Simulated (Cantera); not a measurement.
Charge: 1 mol Si3N4, 0.24 mol C, 3.2 mol N2, at 2325 K and 100 Torr.

Equilibrium computed with Cantera from the NASA thermochemical tables; the gas is ideal and each condensed phase is pure. Candidate condensed phases: C, Si, SiC, Si3N4; 20 gas species. Mutual solubility and eutectic melting of coexisting phases are not modelled. The tables' values for SiN are old estimates; treat these amounts as uncertain. Equilibrium is a limit: real reactors are often held back by kinetics, nucleation or transport.

### Question
What is the equilibrium state?

### Answer
x(N2): 0.989
x(Si): 0.00870
x(Si2C): 0.000763
x(Si2N): 0.000424
x(SiN): 0.000423
x(Si2): 0.000175
x(Si3): 3.25e-5
x(SiC2): 3.10e-5
x(CN): 9.04e-6
n(Si(l)): 2.70 mol
n(SiC(s)): 0.236 mol
gas amount: 5.253 mol
log10 activity of C(graphite) (absent): -0.81
